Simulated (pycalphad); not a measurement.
CALPHAD calculation (pycalphad, COST 507 light-alloy database (1999)), 1 atm. The database dates from 1999; later assessments differ in places, in temperatures and in the compounds included. The system is extrapolated from its subsystems; higher-order compounds may be missing. Phase fractions are per mole of atoms. Kinetics are ignored, which matters at the lower temperatures.

Problem. Give the equilibrium state of Ti-8.4Al-0.29C (at.%) at 750 K.

Solution. 
```
T = 750.00 K, P = 101325 Pa, N = 1 mol of atoms
G = -38515 J/mol, H = 3091 J/mol, S = 55.47 J/(mol K)  (SER reference)
chemical potentials (J/mol): Ti -30368, Al -120501, C -228770
phase             fraction      x(Ti)      x(Al)       x(C)
HCP_A3              0.9920     0.9153     0.0847   8.98e-06
FCC_A1              0.0080     0.6364   6.36e-15     0.3636
```

Problem. Give the equilibrium state of Ti-8.4Al-0.29C (at.%) at 1250 K.

Solution. HCP_A3, fraction 0.700, with 9.0 Al, 0.05 C at.%; BCC_A2, fraction 0.294, with 7.1 Al, 0.16 C at.%; FCC_A1, fraction 0.006, with <0.01 Al, 34.6 C at.%.

FCC_A1 is fcc; BCC_A2 is bcc; HCP_A3 is hcp. The fcc model also describes the rock-salt carbide or nitride (TiC, TiN, HfC).
